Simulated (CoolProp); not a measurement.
Toluene along the isobar 1.01 bar: Z from the reference equation and from simpler models built on Tc = 591.7 K, pc = 41.26 bar, ω = 0.266; each cubic takes its own stable root.

Model: reference Helmholtz-energy equation of state, Lemmon 2006, in CoolProp. It is a short technical equation, of lower accuracy than the large ones.

```
T (K)   phase  reference  van der Waals  Redlich-Kwong  Soave-Redlich-Kwong
-----  ------  ---------  -------------  -------------  -------------------
238    liquid   0.005123       0.008826       0.005922             0.005846
267.7  liquid   0.004695       0.008044       0.005405             0.005312
297.3  liquid   0.004362         0.9639       0.005012             0.004902
327    liquid   0.004099         0.9709       0.004710             0.004585
356.6  liquid   0.003892         0.9761       0.004486             0.004344
386.3     gas     0.9606         0.9801         0.9722               0.9688
415.9     gas     0.9699         0.9832         0.9773               0.9748
445.6     gas     0.9764         0.9857         0.9813               0.9794
475.2     gas     0.9811         0.9877         0.9843               0.9831
504.9     gas     0.9847         0.9893         0.9868               0.9860
534.6     gas     0.9873         0.9907         0.9888               0.9883
564.2     gas     0.9894         0.9918         0.9904               0.9902
```

At some of these states van der Waals gives the other phase, because its saturation line lies elsewhere.
